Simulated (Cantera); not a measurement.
## Counterflow diffusion flame

A counterflow diffusion flame at 750 Torr, nozzles 20 mm apart: fuel side 47.6 % CH4, 8.57 % C2H6, 43.8 % C3H8 at 525 K, oxidiser side 27.0 % O2, 73.0 % N2 at 475 K, fuel mass flux 0.97 times the oxidiser's; mixture-averaged transport, no radiation.

Detailed kinetics in Cantera: GRI-Mech 3.0 (53 species, 325 reactions). GRI-Mech 3.0 was tuned for natural gas; its chemistry of propane as a main component is partial and can be far from experiment. GRI-Mech 3.0 has no aromatics or soot, which form on the fuel side of real flames. The maximum strain rate includes the flame's own expansion and is several times the mean.

```json
[
 {"oxidiser flux (kg/m²/s)": "0.25", "max strain (1/s)": "217", "mean strain (1/s)": "34.9", "T max (K)": "2337", "peak x OH": "0.0138", "peak x H": "0.00621", "peak x NO": "0.000570", "peak x CO": "0.0982", "peak x C2H2": "0.0454"},
 {"oxidiser flux (kg/m²/s)": "0.35", "max strain (1/s)": "294", "mean strain (1/s)": "48.8", "T max (K)": "2314", "peak x OH": "0.0139", "peak x H": "0.00655", "peak x NO": "0.000512", "peak x CO": "0.0964", "peak x C2H2": "0.0443"},
 {"oxidiser flux (kg/m²/s)": "0.49", "max strain (1/s)": "398", "mean strain (1/s)": "68.4", "T max (K)": "2293", "peak x OH": "0.0138", "peak x H": "0.00689", "peak x NO": "0.000462", "peak x CO": "0.0946", "peak x C2H2": "0.0430"},
 {"oxidiser flux (kg/m²/s)": "0.69", "max strain (1/s)": "545", "mean strain (1/s)": "96.3", "T max (K)": "2273", "peak x OH": "0.0137", "peak x H": "0.00724", "peak x NO": "0.000418", "peak x CO": "0.0930", "peak x C2H2": "0.0415"},
 {"oxidiser flux (kg/m²/s)": "0.97", "max strain (1/s)": "745", "mean strain (1/s)": "135", "T max (K)": "2255", "peak x OH": "0.0136", "peak x H": "0.00761", "peak x NO": "0.000377", "peak x CO": "0.0917", "peak x C2H2": "0.0401"},
 {"oxidiser flux (kg/m²/s)": "1.4", "max strain (1/s)": "1040", "mean strain (1/s)": "195", "T max (K)": "2234", "peak x OH": "0.0135", "peak x H": "0.00800", "peak x NO": "0.000333", "peak x CO": "0.0905", "peak x C2H2": "0.0384"},
 {"oxidiser flux (kg/m²/s)": "1.9", "max strain (1/s)": "1380", "mean strain (1/s)": "265", "T max (K)": "2214", "peak x OH": "0.0132", "peak x H": "0.00827", "peak x NO": "0.000292", "peak x CO": "0.0895", "peak x C2H2": "0.0366"},
 {"oxidiser flux (kg/m²/s)": "2.7", "max strain (1/s)": "1910", "mean strain (1/s)": "377", "T max (K)": "2189", "peak x OH": "0.0128", "peak x H": "0.00852", "peak x NO": "0.000245", "peak x CO": "0.0886", "peak x C2H2": "0.0343"},
 {"oxidiser flux (kg/m²/s)": "3.7", "max strain (1/s)": "2550", "mean strain (1/s)": "516", "T max (K)": "2163", "peak x OH": "0.0123", "peak x H": "0.00865", "peak x NO": "0.000202", "peak x CO": "0.0881", "peak x C2H2": "0.0320"},
 {"oxidiser flux (kg/m²/s)": "5.2", "max strain (1/s)": "3490", "mean strain (1/s)": "726", "T max (K)": "2132", "peak x OH": "0.0116", "peak x H": "0.00866", "peak x NO": "0.000155", "peak x CO": "0.0880", "peak x C2H2": "0.0290"}
]
```
x: mole fraction; the columns are a selection and need not sum to one.
